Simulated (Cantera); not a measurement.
A Cantera script and its output.

```python
import numpy as np
import cantera as ct

gas = ct.Solution("gri30.yaml")
gas.TPX = 1350, 101325, {'N2O': 1}
reactor = ct.IdealGasConstPressureReactor(gas, energy="off", clone=False)
net = ct.ReactorNet([reactor])
net.rtol, net.atol = 1e-08, 1e-18
show = ['N2O', 'O2', 'N2', 'NO2', 'NO']
times = np.geomspace(0.0001, 1, 10)

steps = ct.SolutionArray(gas, extra=["t"])
rows = []
print(f"{'t/s':>10s}{'T/K':>9s}{'P/Pa':>11s}" + "".join(f"{s:>11s}" for s in show))
for t in times:
    while net.time < t:
        t_next = net.step()
        steps.append(gas.state, t=t_next)
    rows.append([np.interp(t, steps.t, y) for y in (steps.T, steps.P, *steps(*show).X.T)])
    print(f"{t:10.3e}{rows[-1][0]:9.1f}{rows[-1][1]:11.4g}" + "".join(f"{x:11.3e}" for x in rows[-1][2:]))
rate = np.gradient(steps.T, steps.t)
print("integrator steps:", len(steps.t))
if steps.T.max() > steps.T[0] + 200:
    print(f"time of steepest temperature rise: {steps.t[rate.argmax()]:.4e} s")
gas.TPX = 1350, 101325, {'N2O': 1}
gas.equilibrate("TP")
print(f"equilibrium (TP): T = {gas.T:.1f} K  " + "  ".join(f"{s} {gas[s].X[0]:.3e}" for s in show))
```

Result:

```
       t/s      T/K       P/Pa        N2O         O2         N2        NO2         NO
 1.000e-04   1350.0  1.013e+05  9.989e-01  2.933e-04  6.613e-04  2.615e-08  1.221e-04
 2.783e-04   1350.0  1.013e+05  9.969e-01  8.349e-04  1.857e-03  2.056e-07  3.475e-04
 7.743e-04   1350.0  1.013e+05  9.915e-01  2.334e-03  5.169e-03  1.483e-06  9.705e-04
 2.154e-03   1350.0  1.013e+05  9.766e-01  6.442e-03  1.425e-02  9.208e-06  2.673e-03
 5.995e-03   1350.0  1.013e+05  9.368e-01  1.742e-02  3.850e-02  4.296e-05  7.189e-03
 1.668e-02   1350.0  1.013e+05  8.378e-01  4.480e-02  9.896e-02  1.392e-04  1.829e-02
 4.642e-02   1350.0  1.013e+05  6.300e-01  1.026e-01  2.262e-01  3.374e-04  4.082e-02
 1.292e-01   1350.0  1.013e+05  3.260e-01  1.889e-01  4.140e-01  6.022e-04  7.044e-02
 3.594e-01   1350.0  1.013e+05  8.514e-02  2.611e-01  5.665e-01  7.572e-04  8.649e-02
 1.000e+00   1350.0  1.013e+05  5.799e-03  2.872e-01  6.192e-01  8.339e-04  8.699e-02
integrator steps: 910
equilibrium (TP): T = 1350.0 K  N2O 3.781e-08  O2 3.330e-01  N2 6.664e-01  NO2 7.098e-06  NO 6.304e-04
```

Cantera simulation using GRI-Mech 3.0 (53 species, 325 reactions); the numbers are that mechanism's predictions, not measurements. GRI-Mech 3.0 was tuned for natural gas; its chemistry of N2O as a main component is partial and can be far from experiment. The mechanism lacks the step 2 NO + O2 → 2 NO2, which can matter for NO2 below about 1400 K. The temperature is held fixed by assumption; the heat of reaction is taken as removed at once.
